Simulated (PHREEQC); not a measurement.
NH3 is added in steps, without added water, to 1 kg of water holding 0.052 mol KHF2, 0.079 mol CaBr2 and 8.4e-05 mol K3PO4, at 25 °C. Oxygen is held at 0.21 atm. No CO2 enters from the air. Only these solids could form: Hydroxyapatite, Fluorite.

Base run: PHREEQC, ion-association model, phreeqc.dat. Each further column changes one thing. The table gives H2PO4- (mol/kgw).

```csv
NH3 added (mol),base,K3PO4 from 8.4e-05 to 4.2e-05 mol/kgw,diluted 100-fold with water,CaBr2 left out,no solid may form
0,1.56e-5,7.80e-6,7.92e-7,7.67e-5,4.98e-5
0.00625,1.72e-5,8.60e-6,1.36e-12,___,___
0.0125,1.92e-5,9.58e-6,3.59e-13,7.96e-5,5.12e-5
0.02187,2.32e-5,1.16e-5,1.38e-13,8.11e-5,5.19e-5
0.02813,2.69e-5,1.34e-5,___,8.19e-5,5.23e-5
0.03438,3.20e-5,1.60e-5,6.77e-14,8.26e-5,5.27e-5
0.04063,3.96e-5,1.97e-5,5.26e-14,8.31e-5,5.29e-5
0.04688,5.18e-5,2.58e-5,4.26e-14,8.33e-5,5.28e-5
0.05312,3.43e-9,___,3.55e-14,9.58e-6,1.45e-6
0.0625,1.78e-11,1.76e-11,2.81e-14,1.23e-6,7.75e-8
0.06875,5.96e-12,5.92e-12,2.46e-14,7.76e-7,3.57e-8
0.075,2.84e-12,2.82e-12,2.18e-14,5.67e-7,2.06e-8
```

Some entries are withheld; supply them.


- 0.00625, CaBr2 left out: 7.83e-5
- 0.00625, no solid may form: 5.05e-5
- 0.02813, diluted 100-fold with water: 9.24e-14
- 0.05312, K3PO4 from 8.4e-05 to 4.2e-05 mol/kgw: 3.31e-9

 In at least one series the solution becomes supersaturated in solids that the run did not let form, among them Hydroxyapatite, Fluorite.
